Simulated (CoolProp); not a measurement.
Values from CoolProp's reference Helmholtz-energy equation of state, Bücker 2006.

**Question.** For isobutane, give the phase and the Joule-Thomson coefficient (K/MPa), fugacity coefficient at 301.85 °C and 9.9 MPa; 301.85 °C and 16.5 MPa.

**Answer.** 
- 301.85 °C and 9.9 MPa: supercritical; Joule-Thomson coefficient 2.65, fugacity coefficient 0.769
- 301.85 °C and 16.5 MPa: supercritical; Joule-Thomson coefficient 1.26, fugacity coefficient 0.685
